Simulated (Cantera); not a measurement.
## Boron, boron nitride and boron oxide: BF₃ + NH₃ + H₂

A closed system holds: 1 mol BF₃, 8.6 mol NH₃, a varied amount of H₂, at 1075 K and 1.40 mbar.

Method: chemical equilibrium by Gibbs-energy minimisation in Cantera with the NASA 1993 tables (ideal gas, pure condensed phases). Candidate condensed phases: B, BN; 31 gas species. Rates play no part.

From 4 mol H₂ to 170 mol H₂ the condensed part is BN(s). The main B-bearing gas is BF₃ throughout. The share of B in condensed phases is highest at 170 mol H₂ (26.5 %) and lowest at 4 mol H₂ (8.7 %).

```
n(H₂) (mol)  log p H₂  log p N₂  log p BF₃  log p HF  log p BHF₂  log p BF₂  n BN(s)
-----------  --------  --------  ---------  --------  ----------  ---------  -------
4               -2.98     -3.57      -4.24     -4.78       -7.24      -8.93   0.0868
7.5             -2.96     -3.64      -4.31     -4.81       -7.26      -8.97   0.0951
14              -2.93     -3.73      -4.41     -4.85       -7.31      -9.02    0.109
26              -2.91     -3.87      -4.56     -4.91       -7.37      -9.10    0.130
49              -2.89     -4.06      -4.76     -4.99       -7.46      -9.20    0.161
90              -2.88     -4.27      -4.99     -5.10       -7.57      -9.32    0.204
170             -2.87     -4.51      -5.26     -5.23       -7.71      -9.46    0.265
```
log p: log10 of the partial pressure in bar; n: condensed amount in mol.
